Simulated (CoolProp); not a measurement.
The fluid at 293.15 K and 0.945 MPa expands adiabatically to 0.164 MPa with isentropic efficiency 1. The same conditions are run with several fluids, on thermodynamics alone (safety and materials aside).

Computed with CoolProp (reference Helmholtz-energy equation of state of each fluid (oxygen: Schmidt 1985; ethane: Bücker 2006; hydrogen sulfide: Lemmon 2006; fluorine: de Reuck 1990)).

| fluid | work (kJ/kg) | final temperature (K) | final phase | final density (kg/m³) |
|---|---|---|---|---|
| oxygen | ___ | ___ | gas | 3.58 |
| ethane | ___ | ___ | gas | 2.91 |
| hydrogen sulfide | ___ | 222.9 | ___ | ___ |
| fluorine | 88.8 | ___ | gas | 4.17 |

Question: Fill in the missing entries.

Answer: 
- oxygen, work (kJ/kg): 104
- oxygen, final temperature (K): 177.5
- ethane, work (kJ/kg): 115
- ethane, final temperature (K): 211.7
- hydrogen sulfide, work (kJ/kg): 97.5
- hydrogen sulfide, final phase: two-phase, vapour fraction 0.924
- hydrogen sulfide, final density (kg/m³): 3.37
- fluorine, final temperature (K): 180.6
